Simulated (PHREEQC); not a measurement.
**City or well water: speciation**

Synthetic water in mg/L, 25 °C, pH 6.87, pe 10.3:

```tsv
constituent	mg/L
Na	1.13
K	0.0893
Ca	14.4
Mg	8.05
Cl	32.8
S(6) as SO4	22.2
Alkalinity as HCO3	2.98
Br	0.47
Si as SiO2	1.16
Zn	0.0524
```

Valence states are taken as typed.

Computed with PHREEQC (ion-association model, wateq4f.dat).

```
Quantity                       Result
--------------------  ---------------
ionic strength        0.00228 mol/kgw
charge-balance error           -0.3 %
```

```tsv
species	molality	activity	log γ
Cl-	0.000925	0.000877	-0.023
Ca+2	0.000349	0.000284	-0.090
Mg+2	0.000320	0.000261	-0.089
SO4-2	0.000211	0.000171	-0.090
Na+	4.91e-5	4.66e-5	-0.023
HCO3-	4.85e-5	4.60e-5	-0.022
H4SiO4	1.93e-5	1.93e-5	0.000
CO2	1.40e-5	1.40e-5	0.000
MgSO4	1.05e-5	1.05e-5	0.000
```

This is a speciation only: nothing precipitates in the calculation. Complexes and solids missing from the database can't appear.
